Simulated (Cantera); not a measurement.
What does this Cantera script print?

```python
import numpy as np
import cantera as ct

gas_names = """
    Br Br2 H HBr HNO HNO2 HNO3 HO2 H2 H2O H2O2 N NH NH2 NH3 NH2OH NO NO2 NO3 N2 N2H2 N2H4 N2O O OH O2 O3
""".split()
cond_names = """
    Br2(cr) Br2(L) H2O(s) H2O(L)
""".split()


# ... load() reads the species with a 1 bar reference pressure and builds the phases ...
atoms = {
    'HBr': {'H': 1, 'Br': 1},
    'H2O': {'H': 2, 'O': 1},
    'N2': {'N': 2},
}
top_T = {}  # K; cautious upper limits of use, not melting points


# ... equilibrate(T, P, feed) seeds the gas with the atoms and calls Mixture.equilibrate('TP', solver="vcs", rtol=1e-11, max_steps=5000) ...
results = []
feed = {'HBr': 1, 'H2O': 0.042, 'N2': 0.54}  # mol
T = 3300  # K
P = 14000  # Pa
mix = equilibrate(T, P, feed)
results.append((T, P, feed, dict(zip(mix.species_names, mix.species_moles))))
print(gas.report(threshold=1e-05))
for i in range(1, mix.n_phases):
    print(f"{mix.phase(i).name:16s} {mix.phase_moles(i):12.5e} mol")
```

It prints:

```
       temperature   3300 K
          pressure   14000 Pa
           density   0.02056 kg/m^3
  mean mol. weight   40.295 kg/kmol
   phase of matter   gas

                          1 kg             1 kmol
                     ---------------   ---------------
          enthalpy        4.4823e+06        1.8061e+08  J
   internal energy        3.8013e+06        1.5317e+08  J
           entropy            6161.9        2.4829e+05  J/K
    Gibbs function       -1.5852e+07       -6.3875e+08  J
 heat capacity c_p            671.46             27056  J/K
 heat capacity c_v            465.12             18742  J/K

                      mass frac. Y      mole frac. X     chem. pot. / RT
                     ---------------   ---------------   ---------------
                Br           0.77735           0.39201           -23.708
               Br2        0.00013358        3.3681e-05           -47.415
                 H         0.0066827           0.26714           -12.874
               HBr          0.048606          0.024206           -36.582
                H2          0.003746          0.074873           -25.749
               H2O         0.0013123         0.0029352           -46.506
                 N         3.561e-05        0.00010244             -16.1
                NO        0.00067764        0.00090999           -36.858
                N2           0.15593           0.22429             -32.2
                 O         0.0036033         0.0090752           -20.758
                OH         0.0018093         0.0042867           -33.632
                O2        0.00010987        0.00013836           -41.515
     [  +15 minor]        1.3364e-06        3.4612e-06

Br2(L)            0.00000e+00 mol
```

Equilibrium computed with Cantera from the NASA thermochemical tables; the gas is ideal and each condensed phase is pure.
